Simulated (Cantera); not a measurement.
# Ignition delay

Mixture: 16.3 % CH₄, 16.3 % O₂, 61.1 % N₂, 6.34 % CO₂, equivalence ratio 2.0, at 1.58 atm, adiabatic and at constant volume. Ignition delay is the time to a rise of 400 K.

Detailed kinetics in Cantera: GRI-Mech 3.0 (53 species, 325 reactions).

```tsv
T0 (K)	delay (ms)
1125	138
1200	46.6
1275	16.9
1350	6.56
1425	2.69
1500	1.16
1575	0.538
```

```
Quantity                                                Result
--------------------------------------------------  ----------
apparent activation energy between 1425 and 1575 K  200 kJ/mol
```
